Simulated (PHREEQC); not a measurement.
Silver or lead bath: an equilibrium model

Dissolve 0.0038 mol/kgw PbCl2 and 0.011 mol/kgw KBr at 25 °C. Closed to the air; pH follows from the charge balance.

Computed with PHREEQC (ion-association model, phreeqc.dat).

```yaml
pH: 5.25
ionic_strength: 0.0198 mol/kgw
```

```json
[
 {"species": "K+", "molality": "0.0110", "activity": "0.00955", "log γ": "-0.062"},
 {"species": "Br-", "molality": "0.0101", "activity": "0.00877", "log γ": "-0.063"},
 {"species": "Cl-", "molality": "0.00718", "activity": "0.00624", "log γ": "-0.061"},
 {"species": "Pb+2", "molality": "0.00251", "activity": "0.00145", "log γ": "-0.240"},
 {"species": "PbBr+", "molality": "0.000858", "activity": "0.000748", "log γ": "-0.060"},
 {"species": "PbCl+", "molality": "0.000413", "activity": "0.000360", "log γ": "-0.060"},
 {"species": "H+", "molality": "6.32e-6", "activity": "5.63e-6", "log γ": "-0.051"},
 {"species": "PbOH+", "molality": "5.76e-6", "activity": "5.02e-6", "log γ": "-0.060"},
 {"species": "PbCl2", "molality": "3.54e-6", "activity": "3.55e-6", "log γ": "0.002"},
 {"species": "PbBr2", "molality": "3.05e-6", "activity": "3.06e-6", "log γ": "0.002"},
 {"species": "Pb2OH+3", "molality": "5.63e-7", "activity": "1.63e-7", "log γ": "-0.539"},
 {"species": "PbCl3-", "molality": "2.02e-8", "activity": "1.76e-8", "log γ": "-0.060"},
 {"species": "OH-", "molality": "2.07e-9", "activity": "1.80e-9", "log γ": "-0.062"}
]
```

No solid was allowed to form. Species that the database lacks are ignored.
